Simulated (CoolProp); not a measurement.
The fluid at 293.15 K and 1.13 MPa (liquid) is heated at constant pressure to 439.3 K. The same conditions are run with several fluids, on thermodynamics alone (safety and materials aside).

Model: reference Helmholtz-energy equation of state of each fluid (neopentane: Lemmon 2006; hexamethyldisiloxane (MM): Thol 2016; R245ca: Zhou 2016; C3F8 (R218): Lemmon 2006; R142b: Lemmon 2006), in CoolProp.

```json
[
 {"fluid": "neopentane", "heat (kJ/kg)": "585", "final phase": "gas", "final density (kg/m³)": "25.5"},
 {"fluid": "hexamethyldisiloxane (MM)", "heat (kJ/kg)": "306", "final phase": "liquid", "final density (kg/m³)": "590"},
 {"fluid": "R245ca", "heat (kJ/kg)": "347", "final phase": "gas", "final density (kg/m³)": "46.9"},
 {"fluid": "C3F8 (R218)", "heat (kJ/kg)": "214", "final phase": "gas", "final density (kg/m³)": "61.8"},
 {"fluid": "R142b", "heat (kJ/kg)": "340", "final phase": "gas", "final density (kg/m³)": "33.8"}
]
```
